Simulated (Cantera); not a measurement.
A closed system holds: 1 mol LiCl, 0.058 mol O₂, 110 mol H₂, held at 652 °C and 133 Pa.

Equilibrium computed with Cantera from the NASA thermochemical tables; the gas is ideal and each condensed phase is pure. Candidate condensed phases: H₂O, Li, LiCl, LiH, LiOH, Li₂O; 25 gas species. Equilibrium is a limit: real reactors are often held back by kinetics, nucleation or transport.

Base state: H₂ 0.992, LiCl 0.00525, Li₂Cl₂ 0.00185, H₂O 0.00105, Li₃Cl₃ 2.46e-5 (mole fractions); condensed: gas only.

Question: What changes in the equilibrium state with this change: temperature from 652 °C to 727 °C?

Answer: 
```json
[
 {"species": "H₂", "before": "0.992", "after": "0.991"},
 {"species": "LiCl", "before": "0.00525", "after": "0.00785"},
 {"species": "H₂O", "before": "0.00105", "after": "0.00104"},
 {"species": "Li₂Cl₂", "before": "0.00185", "after": "0.000576"},
 {"species": "Li₃Cl₃", "before": "2.46e-5", "after": "1.53e-6"}
]
```
